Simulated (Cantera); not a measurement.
# Ignition delay

Mixture: CO : H2 : O2 : N2 = 1 : 0.42 : 0.645 : 1.81 (molar parts), at 900 Torr, adiabatic and at constant pressure. Ignition delay is the time to a rise of 400 K.

Cantera simulation using GRI-Mech 3.0 (53 species, 325 reactions); the numbers are that mechanism's predictions, not measurements. Where the delays flatten at high temperature, the 400 K rule measures the pace of heat release, not the induction time.

| T0 (K) | delay (ms) |
|---|---|
| 1025 | 0.211 |
| 1125 | 0.0758 |
| 1225 | 0.0438 |
| 1325 | 0.0305 |
| 1425 | 0.0240 |
| 1525 | 0.0207 |
| 1625 | 0.0193 |
